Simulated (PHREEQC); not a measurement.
Synthetic water in mg/L, 80 °C, pH 2.92, pe 10.8:

```json
[
 {"constituent": "Na", "mg/L": "1400"},
 {"constituent": "K", "mg/L": "62.2"},
 {"constituent": "Ca", "mg/L": "43.7"},
 {"constituent": "Mg", "mg/L": "259"},
 {"constituent": "Cl", "mg/L": "638"},
 {"constituent": "S(6) as SO4", "mg/L": "3370"},
 {"constituent": "Fe(3)", "mg/L": "6.24"},
 {"constituent": "Cu(2)", "mg/L": "76.4"},
 {"constituent": "Mn(2)", "mg/L": "22"},
 {"constituent": "Br", "mg/L": "188"}
]
```

Cl is adjusted to close the charge balance.
Valence states are taken as typed.

Computed with PHREEQC (ion-association model, phreeqc.dat).

Each row changes one thing in this solution. No solid was allowed to form.

```
case                                               ionic strength (mol/kgw)  CuCl+ (mol/kgw)  FeSO4+ (mol/kgw)  FeOH+2 (mol/kgw)  Fe(OH)2+ (mol/kgw)  Fe(SO4)2- (mol/kgw)  SI of Gypsum (CaSO4:2H2O)  SI of Jarosite-K (KFe3(SO4)2(OH)6)
-------------------------------------------------  ------------------------  ---------------  ----------------  ----------------  ------------------  -------------------  -------------------------  ----------------------------------
as made                                                              0.0976         0.000137           4.08e-5           3.62e-5             2.57e-5              7.30e-6                      -1.05                               +2.52
Fe(3) from 6.24 to 12.5 mg/L                                         0.0978         0.000139           8.15e-5                 …             5.14e-5              1.45e-5                      -1.05                                   …
temperature from 80 to 75 °C at the same typed pH                    0.0984                …           4.58e-5           3.42e-5                   …              8.37e-6                      -1.05                                   …
```

What belongs in the gaps?


- Fe(3) from 6.24 to 12.5 mg/L, FeOH+2 (mol/kgw): 7.25e-5
- Fe(3) from 6.24 to 12.5 mg/L, SI of Jarosite-K (KFe3(SO4)2(OH)6): +3.42
- temperature from 80 to 75 °C at the same typed pH, CuCl+ (mol/kgw): 0.000115
- temperature from 80 to 75 °C at the same typed pH, Fe(OH)2+ (mol/kgw): 2.13e-5
- temperature from 80 to 75 °C at the same typed pH, SI of Jarosite-K (KFe3(SO4)2(OH)6): +2.49

Some of these states are supersaturated (in Jarosite-K, Hematite (slow to form), for instance). Constants without temperature data keep their 25 °C values here.
